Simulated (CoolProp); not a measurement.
Vapour-liquid equilibrium of toluene (1) + o-xylene (2) at 0.285 MPa; x and y are mole fractions of (1).

Computed with CoolProp (multi-fluid Helmholtz-energy mixture model, Lemmon 2006 and Zhou 2012; pair parameters Bell 2016).

| x | bubble temperature (°C) | y at the bubble point | dew temperature at overall composition x (°C) | liquid density (mol/L) |
|---|---|---|---|---|
| 0.05 | 185.8 | 0.092 | 186.9 | 6.883 |
| 0.15 | 181.2 | 0.259 | 184.3 | 6.997 |
| 0.25 | 176.7 | 0.403 | 181.4 | 7.112 |
| 0.35 | 172.5 | 0.526 | 178.4 | 7.227 |
| 0.45 | 168.6 | 0.631 | 175.1 | 7.341 |
| 0.55 | 164.9 | 0.721 | 171.6 | 7.455 |
| 0.65 | 161.6 | 0.798 | 167.8 | 7.570 |
| 0.75 | 158.4 | 0.865 | 163.7 | 7.685 |
| 0.85 | 155.5 | 0.923 | 159.1 | 7.801 |
| 0.95 | 152.8 | 0.976 | 154.2 | 7.920 |

No azeotrope shows between x = 0.05 and 0.95.

The pair parameters rest on a limited set of measurements; away from them the model extrapolates.
